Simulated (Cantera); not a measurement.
A freely propagating, adiabatic, planar premixed flame of CO : H₂ : O₂ : N₂ = 1 : 0.27 : 0.698 : 2.62 (molar parts), unburnt at 525 K and 101000 Pa; mixture-averaged transport, grid criteria slope 0.08 and curve 0.16, no radiation.

Model: GRI-Mech 3.0 (53 species, 325 reactions), integrated in Cantera. Burning velocities carry a grid error of a few per cent, more on coarse grids.

Question: How do the results move with these cheaper or finer settings: unity-Lewis-number transport; multicomponent transport; multicomponent+Soret transport; grid criteria slope 0.5, curve 1; grid criteria slope 0.25, curve 0.5; grid criteria slope 0.03, curve 0.06?

Answer: 
| setting | laminar burning velocity | thermal thickness | peak x(O) | grid points | grid points |
|---|---|---|---|---|---|
| as above | 168 cm/s | 0.666 mm | 0.0152 | 136 | 136 |
| unity-Lewis-number transport | 125 cm/s | 0.528 mm | 0.0159 | 134 | 134 |
| multicomponent transport | 167 cm/s | 0.664 mm | 0.0151 | 136 | 136 |
| multicomponent+Soret transport | 158 cm/s | 0.663 mm | 0.0150 | 136 | 136 |
| grid criteria slope 0.5, curve 1 | 184 cm/s | 0.844 mm | 0.0155 | 40 | 40 |
| grid criteria slope 0.25, curve 0.5 | 172 cm/s | 0.727 mm | 0.0152 | 59 | 59 |
| grid criteria slope 0.03, curve 0.06 | 167 cm/s | 0.651 mm | 0.0152 | 308 | 308 |
The base run took very roughly 14 core-seconds.
Unity Lewis numbers drop preferential diffusion, which matters most where H2 and H carry the flame; Soret adds thermal diffusion.
